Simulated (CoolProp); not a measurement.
Vapour pressure (kPa) of carbonyl sulfide: the reference equation beside estimates from Tc = 378.8 K, pc = 6369 kPa, ω = 0.098. Clausius-Clapeyron is anchored at 282.8 K with a constant enthalpy of vaporisation of 15.69 kJ/mol.

Model: reference Helmholtz-energy equation of state, Lemmon 2006, in CoolProp. It is a short technical equation, of lower accuracy than the large ones.

| T (K) | reference | Lee-Kesler | Clausius-Clapeyron | van der Waals | Redlich-Kwong | Peng-Robinson |
|---|---|---|---|---|---|---|
| 263.1 | 476.5 | 476.2 | 520.3 | 1227 | 521.6 | 476.6 |
| 266.4 | 529.2 | 529.2 | 568.6 | 1308 | 579.6 | 529.1 |
| 269.7 | 586.1 | 586.4 | 620.1 | 1392 | 642.1 | 585.8 |
| 273 | 647.4 | 648.0 | 674.8 | 1479 | 709.2 | 646.9 |
| 276.3 | 713.3 | 714.3 | 732.9 | 1570 | 781.3 | 712.7 |
| 279.6 | 784.1 | 785.4 | 794.4 | 1665 | 858.4 | 783.4 |
| 282.8 | 857.5 | 859.1 | 857.5 | 1760 | 938.1 | 856.8 |
| 286.1 | 938.4 | 940.3 | 926.1 | 1862 | 1026 | 937.7 |
| 289.4 | 1025 | 1027 | 998.4 | 1967 | 1119 | 1024 |
| 292.7 | 1117 | 1119 | 1075 | 2076 | 1218 | 1116 |
| 296 | 1214 | 1217 | 1155 | 2189 | 1323 | 1214 |
| 299.3 | 1318 | 1321 | 1239 | 2306 | 1434 | 1319 |
| 302.6 | 1429 | 1432 | 1327 | 2426 | 1551 | 1429 |
| 305.9 | 1545 | 1549 | 1419 | 2551 | 1675 | 1547 |

Absolute difference from the reference over all 14 rows, mean and median: Lee-Kesler 0.2 and 0.2 %, Clausius-Clapeyron 4.6 and 4.5 %, van der Waals 105.3 and 101.8 %, Redlich-Kwong 9.2 and 9.4 %, Peng-Robinson 0.1 and 0.1 %.
